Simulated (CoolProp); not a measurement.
Vapour-liquid equilibrium of ethanol (1) + cyclopentane (2) at 1990 kPa; x and y are mole fractions of (1).

Model: multi-fluid Helmholtz-energy mixture model, Schroeder 2014 and Gedanitz 2015; pair parameters Bell 2016, in CoolProp.

```tsv
x	bubble temperature, mixture model (°C)	bubble temperature, Raoult's law (°C)	y, mixture model	y, Raoult's law
0.05	171.9	181.2	0.139	0.051
0.2	161.3	181.0	0.323	0.203
0.35	159.6	180.8	0.382	0.355
0.5	159.9	180.7	0.423	0.505
0.65	162.3	180.5	0.497	0.654
0.8	168.9	180.4	0.660	0.803
0.95	177.9	180.3	0.914	0.951
```

The largest gap from Raoult's law is -21.2 K in bubble temperature, at x = 0.35. y crosses x between x = 0.35 and 0.5: the model has an azeotrope there.

Pair parameters are fitted to limited data, so mixtures are less certain than the pure fluids. With so large a gap from Raoult's law the liquid may split in two, which this calculation doesn't test in full.
